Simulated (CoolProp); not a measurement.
Aqueous potassium acetate as a coolant, 13 % by mass, freezing at -6.3 °C, 1 atm.

Values from CoolProp's Melinder's fits for secondary coolants.

| T (°C) | cp (kJ/(kg K)) | conductivity (W/(m K)) | Prandtl number | density (kg/m³) |
|---|---|---|---|---|
| -2.3 | 3.698 | 0.521 | 18.8 | 1071 |
| 2.8 | 3.704 | 0.529 | 15.6 | 1070 |
| 7.9 | 3.710 | 0.536 | 13.1 | 1069 |
| 13 | … | 0.544 | 11.2 | 1067 |
| 18 | 3.722 | … | … | 1066 |
| 23.1 | 3.728 | 0.559 | 8.56 | … |
| 28.2 | 3.733 | … | 7.57 | 1063 |
| 33.3 | 3.738 | 0.574 | 6.74 | … |
| 38.4 | 3.743 | 0.581 | 6.04 | 1059 |

Complete the blanks.


- 13, cp (kJ/(kg K)): 3.716
- 18, conductivity (W/(m K)): 0.552
- 18, Prandtl number: 9.77
- 23.1, density (kg/m³): 1064
- 28.2, conductivity (W/(m K)): 0.567
- 33.3, density (kg/m³): 1061
